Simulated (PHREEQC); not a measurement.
A solution holds 15 mmol/kgw HCl, 5 mmol/kgw Al2(SO4)3 and 9.3 mmol/kgw Fe2(SO4)3, at 25 °C. Closed to the air; pH follows from the charge balance.

The numbers come from PHREEQC with the ion-association model, wateq4f.dat.

Each row changes one thing in this solution. No solid was allowed to form.

```json
[
 {"case": "as made", "pH": "2.07", "ionic strength (mol/kgw)": "0.0643", "FeSO4+ (mol/kgw)": "0.0147", "SO4-2 (mol/kgw)": "0.0107", "HSO4- (mol/kgw)": "0.00472", "Fe(SO4)2- (mol/kgw)": "0.00148", "SI of Fe(OH)3(a) (Fe(OH)3)": "-2.31", "SI of Goethite (FeOOH)": "+3.58"},
 {"case": "Fe2(SO4)3 from 0.0093 to 0.00837 mol/kgw", "pH": "2.06", "ionic strength (mol/kgw)": "0.0619", "FeSO4+ (mol/kgw)": "0.0132", "SO4-2 (mol/kgw)": "0.0101", "HSO4- (mol/kgw)": "0.00457", "Fe(SO4)2- (mol/kgw)": "0.00127", "SI of Fe(OH)3(a) (Fe(OH)3)": "-2.36", "SI of Goethite (FeOOH)": "+3.53"},
 {"case": "Al2(SO4)3 left out", "pH": "2.02", "ionic strength (mol/kgw)": "0.0456", "FeSO4+ (mol/kgw)": "0.0147", "SO4-2 (mol/kgw)": "0.00681", "HSO4- (mol/kgw)": "0.00366", "Fe(SO4)2- (mol/kgw)": "0.00104", "SI of Fe(OH)3(a) (Fe(OH)3)": "-2.31", "SI of Goethite (FeOOH)": "+3.59"},
 {"case": "temperature from 25 to 20 °C", "pH": "2.06", "ionic strength (mol/kgw)": "0.0652", "FeSO4+ (mol/kgw)": "0.0147", "SO4-2 (mol/kgw)": "0.0110", "HSO4- (mol/kgw)": "0.00444", "Fe(SO4)2- (mol/kgw)": "0.00149", "SI of Fe(OH)3(a) (Fe(OH)3)": "-2.30", "SI of Goethite (FeOOH)": "+3.41"},
 {"case": "Fe2(SO4)3 from 0.0093 to 0.00186 mol/kgw", "pH": "2.00", "ionic strength (mol/kgw)": "0.0455", "FeSO4+ (mol/kgw)": "0.00291", "SO4-2 (mol/kgw)": "0.00586", "HSO4- (mol/kgw)": "0.00328", "Fe(SO4)2- (mol/kgw)": "0.000178", "SI of Fe(OH)3(a) (Fe(OH)3)": "-3.00", "SI of Goethite (FeOOH)": "+2.90"},
 {"case": "diluted 10-fold with water", "pH": "2.78", "ionic strength (mol/kgw)": "0.00992", "FeSO4+ (mol/kgw)": "0.00117", "SO4-2 (mol/kgw)": "0.00208", "HSO4- (mol/kgw)": "0.000246", "Fe(SO4)2- (mol/kgw)": "3.56e-5", "SI of Fe(OH)3(a) (Fe(OH)3)": "-0.70", "SI of Goethite (FeOOH)": "+5.19"}
]
```

Some of these states are supersaturated (in Hematite (slow to form), Goethite (slow to form), for instance).
